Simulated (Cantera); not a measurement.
A Cantera script and what it prints.

```python
import numpy as np
import cantera as ct

gas_names = """
    H HO2 H2 H2O H2O2 Nb NbO NbO2 O OH O2 O3
""".split()
cond_names = """
    H2O(s) H2O(L) Nb(cr) Nb(L) NbO(s) NbO(L) NbO2(I) NbO2(II) NbO2(III) NbO2(L) Nb2O5(s) Nb2O5(L)
""".split()


def load(file, names, dense=False):
    # The tables refer to 1 bar. Condensed volumes are neglected.
    table = {s.name: s for s in ct.Species.list_from_file(file)}
    out = []
    for n in names:
        d = dict(table[n].input_data)
        d["thermo"] = dict(d["thermo"], **{"reference-pressure": 1e5})
        if dense:
            d["equation-of-state"] = {"model": "constant-volume", "density": "1e6 g/cm^3"}
        out.append(ct.Species.from_dict(d))
    return out


gas = ct.Solution(thermo="ideal-gas", species=load("nasa_gas.yaml", gas_names))
cond = {s.name: ct.Solution(thermo="fixed-stoichiometry", species=[s], name=s.name)
        for s in load("nasa_condensed.yaml", cond_names, dense=True)}
atoms = {
    'Nb2O5': {'Nb': 2, 'O': 5},
    'H2': {'H': 2},
    'H2O': {'H': 2, 'O': 1},
}
top_T = {}  # K; cautious upper limits of use, not melting points


def equilibrate(T, P, feed):
    n = {}
    for name, mol in feed.items():
        for a, k in atoms[name].items():
            n[a] = n.get(a, 0.0) + k * mol
    gas.TPX = T, P, n
    mass = sum(n.values()) * gas.mean_molecular_weight
    gas.equilibrate("TP")
    valid = [c for c in cond.values() if c.min_temp <= T <= top_T.get(c.name, c.max_temp)]
    mix = ct.Mixture([(gas, mass / gas.mean_molecular_weight)] + [(c, 0.0) for c in valid])
    mix.T, mix.P = T, P
    mix.equilibrate("TP", solver="vcs", rtol=1e-11, max_steps=5000)
    return mix


results = []
feed = {'Nb2O5': 1, 'H2': 14, 'H2O': 0.58}  # mol
T = 1298.15  # K
P = 101325  # Pa
mix = equilibrate(T, P, feed)
results.append((T, P, feed, dict(zip(mix.species_names, mix.species_moles))))
x = sorted(zip(gas.X, gas.species_names), reverse=True)
print(f"T = {T:g} K  P = {P:g} Pa  gas = {mix.phase_moles(0):.4g} mol")
print("   x: " + "  ".join(f"{s} {v:.3e}" for v, s in x if v > 1e-05))
print("   condensed (mol): " + ("  ".join(f"{mix.phase(i).name} {mix.phase_moles(i):.4g}"
      for i in range(1, mix.n_phases) if mix.phase_moles(i) > 1e-12) or "none"))
```

Output:

```
T = 1298.15 K  P = 101325 Pa  gas = 14.58 mol
   x: H2 9.602e-01  H2O 3.978e-02
   condensed (mol): Nb2O5(s) 1
```

Method: chemical equilibrium by Gibbs-energy minimisation in Cantera with the NASA 1993 tables (ideal gas, pure condensed phases). Condensed phases not in the tables: the oxides between NbO2 and Nb2O5.
